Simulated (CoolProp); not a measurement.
Isobutane at 293.15 K and 0.059 MPa is compressed adiabatically to 0.268 MPa with isentropic efficiency 0.75. Each further row changes one setting.

Values from CoolProp's reference Helmholtz-energy equation of state, Bücker 2006.

```json
[
 {"case": "as stated", "work (kJ/kg)": "87.8", "final temperature (K)": "345.7", "final density (kg/m³)": "5.67"},
 {"case": "efficiency 1", "work (kJ/kg)": "65.8", "final temperature (K)": "334.2", "final density (kg/m³)": "5.90"},
 {"case": "efficiency 0.65", "work (kJ/kg)": "101", "final temperature (K)": "352.6", "final density (kg/m³)": "5.54"}
]
```
